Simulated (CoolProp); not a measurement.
The numbers come from the reference Helmholtz-energy equation of state, Thol 2019 in CoolProp.

### Question
Give the vapour pressure (MPa), vapour density (kg/m³), enthalpy of vaporisation (kJ/kg), liquid cp (kJ/(kg K)) of saturated decamethylcyclopentasiloxane (D5) at 340, 381.1 K.

### Answer
```csv
T (K),p (MPa),vapour density (kg/m³),enthalpy of vaporisation (kJ/kg),liquid cp (kJ/(kg K))
340,0.000417,0.0548,159,1.76
381.1,0.00361,0.425,145,1.82
```
